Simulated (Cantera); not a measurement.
Input: 1 mol S, 0.013 mol SO2, 2.8 mol H2, at 101000 Pa.

Method: chemical equilibrium by Gibbs-energy minimisation in Cantera with the NASA 1993 tables (ideal gas, pure condensed phases). Candidate condensed phases: H2O, H2SO4, S; 19 gas species. Kinetics and transport are ignored.

Question: At 2050 K, list the 7 most abundant gas species with their mole fractions, and the condensed phases.

Answer: H2 0.757, H2S 0.119, S2 0.0913, SH 0.0209, H2O 0.00822, H 0.00196, S 0.00131. Condensed: gas only.
